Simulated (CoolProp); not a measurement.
Vapour-liquid equilibrium of R134a (1) + R142b (2) at -39.25 °C; x and y are mole fractions of (1).

Values from CoolProp's multi-fluid Helmholtz-energy mixture model, Tillner-Roth 1994 and Lemmon 2006; pair parameters Bell 2016.

Problem. Give the bubble pressure and the first vapour's composition at x = 0.25, 0.65, 0.75. Is there an azeotrope?

Solution. x = 0.25: 34.31 kPa, y = 0.448; x = 0.65: 45.80 kPa, y = 0.786; x = 0.75: 48.12 kPa, y = 0.847. No azeotrope shows between x = 0.05 and 0.95.

Pair parameters are fitted to limited data, so mixtures are less certain than the pure fluids.
